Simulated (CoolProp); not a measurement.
The numbers come from the reference Helmholtz-energy equation of state, Gao 2016 in CoolProp.

Q: For sulfur dioxide, give the phase and the Joule-Thomson coefficient (K/MPa), isothermal compressibility (1/MPa), fugacity coefficient at 314.1 K and 91 bar; 314.1 K and 136 bar.

A: 
- 314.1 K and 91 bar: liquid; Joule-Thomson coefficient -0.187, isothermal compressibility 0.00173, fugacity coefficient 0.0760
- 314.1 K and 136 bar: liquid; Joule-Thomson coefficient -0.204, isothermal compressibility 0.00160, fugacity coefficient 0.0552
